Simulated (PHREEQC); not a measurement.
Consider water at 25 °C with 88 mmol/kgw H2SiF6. Closed to the air; pH follows from the charge balance.

The numbers come from PHREEQC with the ion-association model, wateq4f.dat.

```yaml
pH: 0.87
ionic_strength: 0.259 mol/kgw
total_alkalinity: -528 meq/kg
```

| species | molality | activity | log γ |
|---|---|---|---|
| H+ | 0.172 | 0.136 | -0.104 |
| SiF6-2 | 0.0862 | 0.0234 | -0.565 |
| HF | 0.0103 | 0.0109 | 0.026 |
| H4SiO4 | 0.00182 | 0.00193 | 0.026 |
| H2F2 | 0.000290 | 0.000308 | 0.026 |
| F- | 7.78e-5 | 5.34e-5 | -0.164 |

This is a speciation only: nothing precipitates in the calculation. Examples of supersaturated solids here: Quartz (slow to form), Chalcedony (slow to form). Others may be too. SiF6-2 is the database's only silicon fluoride.
